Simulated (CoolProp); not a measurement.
Vapour-liquid equilibrium of benzene (1) + octamethylcyclotetrasiloxane (D4) (2) at 73.65 °C; x and y are mole fractions of (1).

Model: multi-fluid Helmholtz-energy mixture model, Thol 2012 and Thol 2015; pair parameters Bell 2016, in CoolProp.

```json
[
 {"x": "0.05", "bubble pressure (MPa)": "0.006077", "y at the bubble point": "0.586", "dew pressure at overall composition x (MPa)": "0.002774", "liquid density (mol/L)": "3.146"},
 {"x": "0.125", "bubble pressure (MPa)": "0.01194", "y at the bubble point": "0.806", "dew pressure at overall composition x (MPa)": "0.003003", "liquid density (mol/L)": "3.360"},
 {"x": "0.2", "bubble pressure (MPa)": "0.01828", "y at the bubble point": "0.884", "dew pressure at overall composition x (MPa)": "0.003272", "liquid density (mol/L)": "3.598"},
 {"x": "0.275", "bubble pressure (MPa)": "0.02471", "y at the bubble point": "0.922", "dew pressure at overall composition x (MPa)": "0.003594", "liquid density (mol/L)": "3.865"},
 {"x": "0.35", "bubble pressure (MPa)": "0.03101", "y at the bubble point": "0.944", "dew pressure at overall composition x (MPa)": "0.003987", "liquid density (mol/L)": "4.167"},
 {"x": "0.425", "bubble pressure (MPa)": "0.03707", "y at the bubble point": "0.958", "dew pressure at overall composition x (MPa)": "0.004476", "liquid density (mol/L)": "4.511"},
 {"x": "0.5", "bubble pressure (MPa)": "0.04288", "y at the bubble point": "0.968", "dew pressure at overall composition x (MPa)": "0.005103", "liquid density (mol/L)": "4.907"},
 {"x": "0.575", "bubble pressure (MPa)": "0.04854", "y at the bubble point": "0.976", "dew pressure at overall composition x (MPa)": "0.005934", "liquid density (mol/L)": "5.367"},
 {"x": "0.65", "bubble pressure (MPa)": "0.05416", "y at the bubble point": "0.982", "dew pressure at overall composition x (MPa)": "0.007090", "liquid density (mol/L)": "5.907"},
 {"x": "0.725", "bubble pressure (MPa)": "0.05989", "y at the bubble point": "0.987", "dew pressure at overall composition x (MPa)": "0.008810", "liquid density (mol/L)": "6.551"},
 {"x": "0.8", "bubble pressure (MPa)": "0.06586", "y at the bubble point": "0.991", "dew pressure at overall composition x (MPa)": "0.01164", "liquid density (mol/L)": "7.331"},
 {"x": "0.875", "bubble pressure (MPa)": "0.07211", "y at the bubble point": "0.995", "dew pressure at overall composition x (MPa)": "0.01721", "liquid density (mol/L)": "8.292"},
 {"x": "0.95", "bubble pressure (MPa)": "0.07856", "y at the bubble point": "0.998", "dew pressure at overall composition x (MPa)": "0.03328", "liquid density (mol/L)": "9.505"}
]
```

No azeotrope shows between x = 0.05 and 0.95.

Pair parameters are fitted to limited data, so mixtures are less certain than the pure fluids. The gap from Raoult's law changes sign with composition, which may be real or a fault of the pair parameters; it wasn't checked against measurements.
